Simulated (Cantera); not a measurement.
**Hydrocarbon pyrolysis for carbon deposition**

An isothermal, constant-pressure homogeneous reactor starts with C₂H₆ : N₂ = 1 : 5.2 (molar parts), at 1475 K and 38.0 Pa.

Cantera simulation using GRI-Mech 3.0 (53 species, 325 reactions); the numbers are that mechanism's predictions, not measurements. GRI-Mech 3.0 stops at C3 and has no aromatics, soot or wall deposition, so with more carbon than oxygen in the feed, carbon stays in small species such as C2H2 where larger ones or solid carbon would form. Radical loss at walls, strong at low pressure, is not modelled.

```csv
t (s),x C₂H₆,x H₂,x C₂H₄,x HCN,x CH₄,x C₂H
0.000900,0.161,8.96e-7,1.27e-6,<1e-12,9.50e-6,<1e-12
0.00196,0.160,1.12e-5,1.30e-5,<1e-12,4.47e-5,<1e-12
0.00429,0.159,0.000133,0.000137,2.29e-11,0.000206,<1e-12
0.00935,0.154,0.00134,0.00137,2.31e-9,0.000917,1.47e-11
0.0204,0.138,0.00849,0.00928,3.24e-8,0.00397,2.13e-9
0.0445,0.0931,0.0324,0.0357,1.34e-7,0.0164,3.40e-8
0.0972,0.0244,0.0759,0.0675,3.73e-7,0.0474,2.65e-7
0.212,0.00120,0.118,0.0527,6.53e-7,0.0620,4.22e-7
0.463,7.90e-5,0.141,0.0333,7.19e-7,0.0599,2.18e-7
1.01,1.81e-5,0.155,0.0205,7.28e-7,0.0578,1.23e-7
2.20,7.35e-6,0.164,0.0112,7.28e-7,0.0561,7.94e-8
4.81,3.92e-6,0.171,0.00471,7.27e-7,0.0546,5.94e-8
10.5,2.93e-6,0.176,0.00124,7.28e-7,0.0527,5.41e-8
22.9,2.82e-6,0.181,0.000451,7.34e-7,0.0491,5.88e-8
50.0,2.33e-6,0.190,0.000341,7.52e-7,0.0421,6.50e-8
```
x: mole fraction; the columns are a selection and need not sum to one.

Equilibrium at this temperature and pressure: C₂H₆ 2.36e-12, H₂ 0.244, C₂H₄ 2.43e-6, HCN 0.0994, CH₄ 1.37e-5, C₂H 1.58e-7 (gas phase only).
